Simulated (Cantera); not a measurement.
What does this Cantera script print?

```python
import numpy as np
import cantera as ct

gas_names = """
    C CH CH2 CH3 CH2OH CH3O CH4 CH3OH CO CO2 COOH C2 C2H CHCO,ketyl C2H2,acetylene C2H2,vinylidene
    CH2CO,ketene C2H3,vinyl CH3CO,acetyl C2H4 C2H4O,ethylen CH3CHO,ethanal CH3COOH (HCOOH)2 C2H5 C2H6
    CH3OCH3 C2H5OH C2O C3 C3H3,propargyl C3H4,allene C3H4,propyne C3H4,cyclo- C3H5,allyl C3H6,propylene
    C3H6,cyclo- C3H6O C3H7,n-propyl C3H7,i-propyl C3H8 C3H8O,1propanol C3H8O,2propanol C3O2 C4 C4H2
    C4H4,1,3-cyclo- C4H6,butadiene C4H6,2-butyne C4H6,cyclo- C4H8,1-butene C4H8,cis2-buten
    C4H8,tr2-butene C4H8,isobutene C4H8,cyclo- (CH3COOH)2 C4H9,n-butyl C4H9,i-butyl C4H9,s-butyl
    C4H9,t-butyl C4H10,isobutane C4H10,n-butane C5 C5H6,1,3cyclo- C5H8,cyclo- C5H10,1-pentene
    C5H10,cyclo- C5H11,pentyl C5H11,t-pentyl C5H12,n-pentane C5H12,i-pentane CH3C(CH3)2CH3 C6H2
    C6H5,phenyl C6H5O,phenoxy C6H6 C6H5OH,phenol C6H10,cyclo- C6H12,1-hexene C6H12,cyclo- C6H13,n-hexyl
    C7H7,benzyl C7H8 C7H8O,cresol C7H14,1-heptene C7H15,n-heptyl C7H16,n-heptane C8H8,styrene
    C8H10,ethylbenz C8H16,1-octene C8H17,n-octyl C8H18,isooctane C8H18,n-octane C9H19,n-nonyl
    C10H8,naphthale C10H21,n-decyl C12H9,o-bipheny C12H10,bipheny H HCO HO2 H2 HCHO,formaldehy HCOOH H2O
    H2O2 O OH O2 O3 Ta TaO TaO2
""".split()
cond_names = """
    C(gr) C6H6(L) C7H8(L) C8H18(L),n-octa H2O(s) H2O(L) Ta(cr) Ta(L) TaC(s) TaC(L) Ta2O5(s) Ta2O5(L)
""".split()


def load(file, names, dense=False):
    # The tables refer to 1 bar. Condensed volumes are neglected.
    table = {s.name: s for s in ct.Species.list_from_file(file)}
    out = []
    for n in names:
        d = dict(table[n].input_data)
        d["thermo"] = dict(d["thermo"], **{"reference-pressure": 1e5})
        if dense:
            d["equation-of-state"] = {"model": "constant-volume", "density": "1e6 g/cm^3"}
        out.append(ct.Species.from_dict(d))
    return out


gas = ct.Solution(thermo="ideal-gas", species=load("nasa_gas.yaml", gas_names))
cond = {s.name: ct.Solution(thermo="fixed-stoichiometry", species=[s], name=s.name)
        for s in load("nasa_condensed.yaml", cond_names, dense=True)}
atoms = {
    'Ta(OEt)5': {'Ta': 1, 'C': 10, 'H': 25, 'O': 5},
    'O2': {'O': 2},
}
top_T = {'C(gr)': 4500}  # K; cautious upper limits of use, not melting points


def equilibrate(T, P, feed):
    n = {}
    for name, mol in feed.items():
        for a, k in atoms[name].items():
            n[a] = n.get(a, 0.0) + k * mol
    gas.TPX = T, P, n
    mass = sum(n.values()) * gas.mean_molecular_weight
    gas.equilibrate("TP")
    valid = [c for c in cond.values() if c.min_temp <= T <= top_T.get(c.name, c.max_temp)]
    mix = ct.Mixture([(gas, mass / gas.mean_molecular_weight)] + [(c, 0.0) for c in valid])
    mix.T, mix.P = T, P
    mix.equilibrate("TP", solver="vcs", rtol=1e-11, max_steps=5000)
    return mix


results = []
feed = {'Ta(OEt)5': 1, 'O2': 0.49}  # mol
T = 898.15  # K
P = 190  # Pa
mix = equilibrate(T, P, feed)
results.append((T, P, feed, dict(zip(mix.species_names, mix.species_moles))))
x = sorted(zip(gas.X, gas.species_names), reverse=True)
print(f"T = {T:g} K  P = {P:g} Pa  gas = {mix.phase_moles(0):.4g} mol")
print("   x: " + "  ".join(f"{s} {v:.3e}" for v, s in x if v > 1e-05))
print("   condensed (mol): " + ("  ".join(f"{mix.phase(i).name} {mix.phase_moles(i):.4g}"
      for i in range(1, mix.n_phases) if mix.phase_moles(i) > 1e-12) or "none"))
```

Result:

```
T = 898.15 K  P = 190 Pa  gas = 15.95 mol
   x: H2 7.820e-01  CO 2.163e-01  H2O 8.098e-04  CO2 5.203e-04  CH4 3.715e-04
   condensed (mol): C(gr) 6.535  Ta2O5(s) 0.5
```

Equilibrium computed with Cantera from the NASA thermochemical tables; the gas is ideal and each condensed phase is pure. The feed counts by its element totals alone.
